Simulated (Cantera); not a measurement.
# Ignition delay

Mixture: H2 : O2 : N2 = 1 : 0.333 : 1.25 (molar parts), equivalence ratio 1.5, at 7500 Torr, adiabatic and at constant pressure. Ignition delay is the time to a rise of 400 K.

Detailed kinetics in Cantera: GRI-Mech 3.0 (53 species, 325 reactions). The hydrogen kinetics of GRI-Mech 3.0 are dated; newer H2 mechanisms differ, most at raised pressure. Where the delays flatten at high temperature, the 400 K rule measures the pace of heat release, not the induction time.

```tsv
T0 (K)	delay (ms)
1298	0.00550
1398	0.00244
1498	0.00152
1598	0.00108
1698	0.000827
1798	0.000671
```
